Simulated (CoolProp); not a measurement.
R141b at several states: density (kg/m³) from the reference equation and from simpler models built on Tc = 204.4 °C, pc = 4.212 MPa, ω = 0.220; each cubic takes its own stable root.

The numbers come from the reference Helmholtz-energy equation of state, Lemmon 2006 in CoolProp. It is a short technical equation, of lower accuracy than the large ones.

| T (°C) | p (MPa) | phase | reference | van der Waals | Redlich-Kwong | Peng-Robinson |
|---|---|---|---|---|---|---|
| -6.75 | 0.37 | liquid | (withheld) | 786.5 | (withheld) | 1338 |
| 124.35 | 2.75 | liquid | 1020 | 627.3 | 876.3 | (withheld) |
| 133.75 | 0.755 | gas | 29.35 | (withheld) | 29.14 | (withheld) |
| -19.15 | 0.0163 | liquid | 1316 | (withheld) | 0.9094 | 1358 |
| -2.85 | 0.347 | liquid | 1287 | 782.4 | 1156 | (withheld) |

Question: Fill in the missing entries.

Answer: 
- -6.75, reference: 1294
- -6.75, Redlich-Kwong: 1163
- 124.35, Peng-Robinson: 1033
- 133.75, van der Waals: 28.50
- 133.75, Peng-Robinson: 29.60
- -19.15, van der Waals: 0.9071
- -2.85, Peng-Robinson: 1332

At some of these states van der Waals, Redlich-Kwong gives the other phase, because its saturation line lies elsewhere.
